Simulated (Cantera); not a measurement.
An adiabatic, constant-pressure homogeneous reactor starts with C₃H₈ : O₂ : N₂ : CO₂ = 1 : 6.85 : 25.8 : 1.7 (molar parts), equivalence ratio 0.73, at 1525 K and 100000 Pa.

Computed with Cantera and GRI-Mech 3.0 (53 species, 325 reactions). GRI-Mech 3.0 was tuned for natural gas; its chemistry of propane as a main component is partial and can be far from experiment.

One state of this run: T (K) = 1518; x C₃H₈ = 0.0200; x O₂ = 0.189; x CO₂ = 0.0477; x CO = 0.000928; x HO₂ = 0.000153; x O = 1.31e-5. x: mole fraction; the columns are a selection and need not sum to one.

Task: Which value of t (s) does it belong to?
(A) 5.24e-6
(B) 0.00397
(C) 0.0208
(D) 2.75e-5

Result: D, 2.75e-5
